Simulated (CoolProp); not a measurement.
Saturation properties of R365MFC (Tc = 460.0 K, pc = 3.266 MPa, ω = 0.377).

Values from CoolProp's reference Helmholtz-energy equation of state, Lemmon 2016.

```csv
T (K),p (MPa),vapour density (kg/m³),enthalpy of vaporisation (kJ/kg),liquid cp (kJ/(kg K)),surface tension (mN/m)
332.3,0.1914,11.05,178.6,1.451,11.3
339.7,0.2399,13.73,174.5,1.469,10.5
347.1,0.2974,16.91,170.3,1.488,9.76
354.6,0.3659,20.71,165.9,1.509,8.98
362,0.4447,25.11,161.3,1.532,8.22
369.4,0.5358,30.27,156.6,1.556,7.48
376.8,0.6404,36.29,151.5,1.582,6.74
384.3,0.7616,43.42,146.1,1.613,6.02
```

It boils at 313.3 K under 1 atm.

Surface tension comes from a separate correlation (Mulero 2012).
